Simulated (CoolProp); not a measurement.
Model: reference Helmholtz-energy equation of state, Lemmon 2006, in CoolProp. It is a short technical equation, of lower accuracy than the large ones.

Task: For toluene, give the phase and the viscosity (µPa s), Prandtl number at 263.05 °C and 12400 kPa; 263.05 °C and 24800 kPa; 263.05 °C and 33000 kPa.

Result: 
- 263.05 °C and 12400 kPa: liquid; viscosity 115, Prandtl number 3.31
- 263.05 °C and 24800 kPa: liquid; viscosity 136, Prandtl number 3.48
- 263.05 °C and 33000 kPa: liquid; viscosity 147, Prandtl number 3.58

Viscosity comes from a separate model (Avgeri 2015). Thermal conductivity comes from a separate model (Assael 2012).
